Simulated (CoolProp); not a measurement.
A Linde-Hampson liquefier for nitrogen: isothermal reversible compression at 200 K from 1 atm to 10 MPa, throttling to 1 atm, return gas leaving the recuperator 2 K below the feed. Each further row changes one setting.

The numbers come from the reference Helmholtz-energy equation of state, Span 2000 in CoolProp.

| case | liquid yield per pass | compression work (kJ/kg of gas) |
|---|---|---|
| as stated | 0.142 | 261 |
| high pressure 20 MPa | [?] | [?] |
| warm-end temperature 230 K | 0.093 | 307 |
| warm-end gap 7 K | [?] | 261 |

Complete the blanks.


- high pressure 20 MPa, liquid yield per pass: 0.229
- high pressure 20 MPa, compression work (kJ/kg of gas): 296
- warm-end gap 7 K, liquid yield per pass: 0.128
